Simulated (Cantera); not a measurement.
Feed: 1 mol SiC, 0.23 mol C, 0.059 mol N2, equilibrated at 2.90 Pa.

These are equilibrium values from Cantera (NASA tables, ideal gas, pure condensed phases), not measurements of a reactor. Candidate condensed phases: C, Si, SiC, Si3N4; 20 gas species. The tables' values for SiN are old estimates; treat these amounts as uncertain. The numbers say what is thermodynamically allowed, not how fast it happens.

Problem. At 2125 K, list the 5 most abundant gas species with their mole fractions, and the condensed phases.

Solution. Si 0.507, N2 0.433, SiC2 0.0362, Si2C 0.0228, Si2 0.000590. Condensed: C(graphite) + SiC(s).
